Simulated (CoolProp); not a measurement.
Aqueous calcium chloride as a coolant, 15 % by mass, freezing at -11.1 °C, 1 atm.

The numbers come from the Melinder's fits for secondary coolants in CoolProp.

```json
[
 {"T (°C)": "-9.2", "viscosity (mPa s)": "3.49", "density (kg/m³)": "1138", "conductivity (W/(m K))": "0.537", "Prandtl number": "21.3"},
 {"T (°C)": "-3.3", "viscosity (mPa s)": "2.88", "density (kg/m³)": "1136", "conductivity (W/(m K))": "0.546", "Prandtl number": "(withheld)"},
 {"T (°C)": "2.5", "viscosity (mPa s)": "2.42", "density (kg/m³)": "1135", "conductivity (W/(m K))": "0.555", "Prandtl number": "14.4"},
 {"T (°C)": "8.4", "viscosity (mPa s)": "2.05", "density (kg/m³)": "1135", "conductivity (W/(m K))": "0.563", "Prandtl number": "12.1"},
 {"T (°C)": "14.2", "viscosity (mPa s)": "(withheld)", "density (kg/m³)": "1134", "conductivity (W/(m K))": "0.572", "Prandtl number": "10.3"},
 {"T (°C)": "20.1", "viscosity (mPa s)": "1.53", "density (kg/m³)": "1133", "conductivity (W/(m K))": "0.581", "Prandtl number": "8.83"},
 {"T (°C)": "25.9", "viscosity (mPa s)": "1.35", "density (kg/m³)": "(withheld)", "conductivity (W/(m K))": "0.590", "Prandtl number": "7.68"},
 {"T (°C)": "31.7", "viscosity (mPa s)": "1.20", "density (kg/m³)": "(withheld)", "conductivity (W/(m K))": "0.599", "Prandtl number": "6.74"},
 {"T (°C)": "37.6", "viscosity (mPa s)": "1.07", "density (kg/m³)": "1126", "conductivity (W/(m K))": "0.608", "Prandtl number": "5.95"}
]
```

Question: Fill in the missing entries.

Answer: 
- -3.3, Prandtl number: 17.3
- 14.2, viscosity (mPa s): 1.77
- 25.9, density (kg/m³): 1132
- 31.7, density (kg/m³): 1130
